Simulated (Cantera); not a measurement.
A Cantera script and what it prints.

```python
import numpy as np
import cantera as ct

gas_names = """
    Br Br2 H HBr HO2 H2 H2O H2O2 O OH O2 O3 Si SiBr SiBr2 SiBr3 SiBr4 SiH SiHBr3 SiH2 SiH2Br2 SiH3
    SiH3Br SiH4 SiO SiO2 Si2 Si3
""".split()
cond_names = """
    Br2(cr) Br2(L) H2O(s) H2O(L) Si(cr) Si(L) SiO2(Lqz) SiO2(hqz) SiO2(L)
""".split()


# ... load() reads the species with a 1 bar reference pressure and builds the phases ...
atoms = {
    'SiO2': {'Si': 1, 'O': 2},
    'HBr': {'H': 1, 'Br': 1},
}
top_T = {}  # K; cautious upper limits of use, not melting points


# ... equilibrate(T, P, feed) seeds the gas with the atoms and calls Mixture.equilibrate('TP', solver="vcs", rtol=1e-11, max_steps=5000) ...
results = []
feed = {'SiO2': 1, 'HBr': 12}  # mol
P = 4  # Pa
for T in [748, 773, 798, 823, 848, 873, 898, 923, 948, 973, 998, 1023, 1048]:
    mix = equilibrate(T, P, feed)
    results.append((T, P, feed, dict(zip(mix.species_names, mix.species_moles))))
    x = sorted(zip(gas.X, gas.species_names), reverse=True)
    print(f"T = {T:g} K  P = {P:g} Pa  gas = {mix.phase_moles(0):.4g} mol")
    print("   x: " + "  ".join(f"{s} {v:.3e}" for v, s in x if v > 0.001))
    print("   condensed (mol): " + ("  ".join(f"{mix.phase(i).name} {mix.phase_moles(i):.4g}"
          for i in range(1, mix.n_phases) if mix.phase_moles(i) > 1e-12) or "none"))
```

It prints:

```
T = 748 K  P = 4 Pa  gas = 12 mol
   x: HBr 9.997e-01
   condensed (mol): SiO2(Lqz) 1
T = 773 K  P = 4 Pa  gas = 12 mol
   x: HBr 9.995e-01
   condensed (mol): SiO2(Lqz) 1
T = 798 K  P = 4 Pa  gas = 12 mol
   x: HBr 9.993e-01
   condensed (mol): SiO2(Lqz) 1
T = 823 K  P = 4 Pa  gas = 12 mol
   x: HBr 9.989e-01
   condensed (mol): SiO2(Lqz) 1
T = 848 K  P = 4 Pa  gas = 12.01 mol
   x: HBr 9.984e-01
   condensed (mol): SiO2(hqz) 1
T = 873 K  P = 4 Pa  gas = 12.01 mol
   x: HBr 9.976e-01  Br 1.485e-03
   condensed (mol): SiO2(hqz) 1
T = 898 K  P = 4 Pa  gas = 12.01 mol
   x: HBr 9.965e-01  Br 2.209e-03  H2 1.190e-03
   condensed (mol): SiO2(hqz) 1
T = 923 K  P = 4 Pa  gas = 12.02 mol
   x: HBr 9.950e-01  Br 3.206e-03  H2 1.692e-03
   condensed (mol): SiO2(hqz) 1
T = 948 K  P = 4 Pa  gas = 12.03 mol
   x: HBr 9.930e-01  Br 4.556e-03  H2 2.370e-03
   condensed (mol): SiO2(hqz) 1
T = 973 K  P = 4 Pa  gas = 12.04 mol
   x: HBr 9.903e-01  Br 6.347e-03  H2 3.268e-03
   condensed (mol): SiO2(hqz) 1
T = 998 K  P = 4 Pa  gas = 12.05 mol
   x: HBr 9.868e-01  Br 8.687e-03  H2 4.440e-03
   condensed (mol): SiO2(hqz) 1
T = 1023 K  P = 4 Pa  gas = 12.07 mol
   x: HBr 9.823e-01  Br 1.170e-02  H2 5.946e-03
   condensed (mol): SiO2(hqz) 1
T = 1048 K  P = 4 Pa  gas = 12.09 mol
   x: HBr 9.765e-01  Br 1.551e-02  H2 7.852e-03
   condensed (mol): SiO2(hqz) 1
```

Equilibrium computed with Cantera from the NASA thermochemical tables; the gas is ideal and each condensed phase is pure.
